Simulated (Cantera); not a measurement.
A closed system holds: 1 mol CO, 0.14 mol NH3, 1.7 mol N2, at 2525 K and 6.60 bar.

These are equilibrium values from Cantera (NASA tables, ideal gas, pure condensed phases), not measurements of a reactor. Candidate condensed phases: C, C6H6, C7H8, C8H18, H2O; 136 gas species. Rates play no part.

Base state: N2 0.593, CO 0.335, H2 0.0686, H 0.00286, HCN 0.000289, H2O 0.000182, CO2 0.000142, HNC 3.49e-5 (mole fractions); condensed: gas only.

### Question
What changes in the equilibrium state with this change: CO replaced by toluene?

### Answer
| species | before | after |
|---|---|---|
| H2 | 0.0686 | 0.669 |
| N2 | 0.593 | 0.277 |
| HCN | 0.000289 | 0.0324 |
| CO | 0.335 | 0 |
| H2O | 0.000182 | 0 |
| CO2 | 0.000142 | 0 |
| C4H2 | <1e-9 | 3.99e-5 |
| C(graphite), mol | 0 | 6.68 |

### Question
What changes in the equilibrium state with this change: temperature from 2525 K to 1250 K?

### Answer
| species | before | after |
|---|---|---|
| N2 | 0.593 | 0.599 |
| CO | 0.335 | 0.323 |
| H2 | 0.0686 | 0.0682 |
| CO2 | 0.000142 | 0.00663 |
| H | 0.00286 | 4.91e-8 |
| CH4 | 8.53e-8 | 0.000338 |
| HNC | 3.49e-5 | 1.63e-7 |
| NH3 | 9.25e-7 | 1.39e-5 |
| C(graphite), mol | 0 | 0.0250 |

### Question
What changes in the equilibrium state with this change: CO replaced by C6H6?

### Answer
```json
[
 {"species": "H2", "before": "0.0686", "after": "0.610"},
 {"species": "N2", "before": "0.593", "after": "0.335"},
 {"species": "HCN", "before": "0.000289", "after": "0.0341"},
 {"species": "CO", "before": "0.335", "after": "0"},
 {"species": "H2O", "before": "0.000182", "after": "0"},
 {"species": "CO2", "before": "0.000142", "after": "0"},
 {"species": "C4H2", "before": "<1e-9", "after": "3.64e-5"},
 {"species": "C2H2 (acetylene)", "before": "2.99e-7", "after": "0.00733"},
 {"species": "C(graphite), mol", "before": "0", "after": "5.73"}
]
```
